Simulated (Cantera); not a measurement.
Charge: 1 mol BN, 0.78 mol H2O, equilibrated at 1452 °C and 1.80 Pa.

Equilibrium computed with Cantera from the NASA thermochemical tables; the gas is ideal and each condensed phase is pure. Candidate condensed phases: B, BN, B2O3, B3O3H3, H2O; 39 gas species. The tables' values for BH2 are old estimates; treat these amounts as uncertain. Equilibrium is a limit: real reactors are often held back by kinetics, nucleation or transport.

Base state: H2 0.396, N2 0.229, BO 0.135, B2O2 0.110, HBO 0.0997, H 0.0276, B2O3 0.00155, B2O 0.000428 (mole fractions); condensed: BN(s).

Task: What changes in the equilibrium state with this change: temperature from 1452 °C to 1602 °C?

Result: 
```tsv
species	before	after
H2	0.396	0.314
BO	0.135	0.258
N2	0.229	0.247
B2O2	0.110	0.0342
H	0.0276	0.0866
HBO	0.0997	0.0568
B	1.79e-5	0.000803
B2O3	0.00155	5.82e-5
HBO2	0.000179	1.33e-5
B2O	0.000428	0.00269
BN(s), mol	0.222	0
B(s), mol	0	0.213
```
